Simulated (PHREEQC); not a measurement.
Consider water at 47 °C with 5.1 mmol/kgw HF, 0.072 mmol/kgw NH4HF2 and 1.1 mmol/kgw H3PO4. Closed to the air; pH follows from the charge balance.

Equilibrium calculation in PHREEQC: ion-association model, wateq4f.dat.

Each row changes one thing in this solution. Precipitation was switched off in this run.

```tsv
case	pH	ionic strength (mol/kgw)	HF (mol/kgw)	F- (mol/kgw)	H2PO4- (mol/kgw)	H3PO4 (mol/kgw)
as made	2.75	0.00193	0.00409	0.00107	0.000835	0.000264
diluted 100-fold with water	4.25	5.75e-5	5.88e-6	4.66e-5	1.09e-5	…
NH4HF2 from 7.2e-05 to 0.000144 mol/kgw	2.76	0.00198	0.00419	0.00112	0.000839	0.000261
H3PO4 replaced by Na2HPO4 at the same molality	…	…	0.00313	0.00203	…	0.000125
NH4HF2 from 7.2e-05 to 7.2e-06 mol/kgw	2.75	0.00189	0.00400	0.00104	0.000833	0.000267
H3PO4 replaced by Na3PO4 at the same molality	3.38	0.00381	0.00241	0.00276	0.00103	7.46e-5
HF replaced by CsF at the same molality	3.94	0.00530	0.00101	0.00420	0.00108	2.15e-5
0.00033 mol/kgw NaOH added	2.80	0.00206	0.00399	0.00118	0.000858	0.000241
diluted 5-fold with water	3.21	0.000645	0.000600	0.000446	0.000198	2.21e-5
```

Problem. Fill in the missing entries.

Solution. 
- diluted 100-fold with water, H3PO4 (mol/kgw): 1.14e-7
- H3PO4 replaced by Na2HPO4 at the same molality, pH: 3.14
- H3PO4 replaced by Na2HPO4 at the same molality, ionic strength (mol/kgw): 0.00304
- H3PO4 replaced by Na2HPO4 at the same molality, H2PO4- (mol/kgw): 0.000975

H3PO4, which wateq4f.dat lacks, is added to it with the constant of phreeqc.dat. Away from 25 °C the constants follow the database's enthalpies or fits; those with neither stay at their 25 °C values.
